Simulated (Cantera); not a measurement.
Charge: 1 mol TiCl4, 66 mol H2, at 802 °C and 0.130 bar.

Cantera equilibrium calculation (NASA polynomials, part measured and part estimated; ideal gas, pure solids and liquids). Candidate condensed phases: Ti, TiCl2, TiCl3, TiCl4; 10 gas species. The numbers say what is thermodynamically allowed, not how fast it happens.

Base state: H2 0.976, HCl 0.00940, TiCl3 0.00940, TiCl4 0.00546 (mole fractions); condensed: gas only.

Q: What changes in the equilibrium state with this change: temperature from 802 °C to 1252 °C?

A: 
```
species   before     after
-------  -------  --------
H2         0.976     0.969
HCl      0.00940    0.0163
TiCl3    0.00940    0.0129
TiCl4    0.00546  0.000204
H        4.02e-8   6.46e-5
TiCl2    2.69e-6   0.00175
```
The tables' values for TiCl2 are old estimates; treat these amounts as uncertain.
